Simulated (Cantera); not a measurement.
Input: 1 mol N2O, 0.71 mol H2, 4.9 mol O2, held at 2602 °C and 2600 Pa.

Method: chemical equilibrium by Gibbs-energy minimisation in Cantera with the NASA 1993 tables (ideal gas, pure condensed phases). Candidate condensed phases: H2O; 24 gas species. Equilibrium is a limit: real reactors are often held back by kinetics, nucleation or transport.

Base state: O2 0.437, O 0.297, N2 0.107, OH 0.0573, H 0.0517, H2O 0.0229, NO 0.0216, H2 0.00621 (mole fractions); condensed: gas only.

Problem. What changes in the equilibrium state with this change: N2O replaced by H2S?

Solution. 
```csv
species,before,after
O2,0.437,0.303
O,0.297,0.247
H,0.0517,0.109
N2,0.107,0
SO2,0,0.0876
SO,0,0.0365
NO,0.0216,0
H2,0.00621,0.0277
H2O,0.0229,0.0852
OH,0.0573,0.101
S,0,0.00330
SH,0,0.000141
N,1.22e-5,0
```
Further candidate phases: H2SO4, S.

Problem. What changes in the equilibrium state with this change: N2O replaced by PH3?

Solution. 
| species | before | after |
|---|---|---|
| O2 | 0.437 | 0.263 |
| O | 0.297 | 0.230 |
| H | 0.0517 | 0.128 |
| N2 | 0.107 | 0 |
| H2O | 0.0229 | 0.109 |
| PO2 | 0 | 0.0841 |
| PO | 0 | 0.0364 |
| NO | 0.0216 | 0 |
| H2 | 0.00621 | 0.0381 |
| OH | 0.0573 | 0.110 |
| P | 0 | 6.41e-5 |
| N | 1.22e-5 | 0 |
Gases not in the tables: HPO2, HPO3 and P4O6. Further candidate phases: P, P4O10.
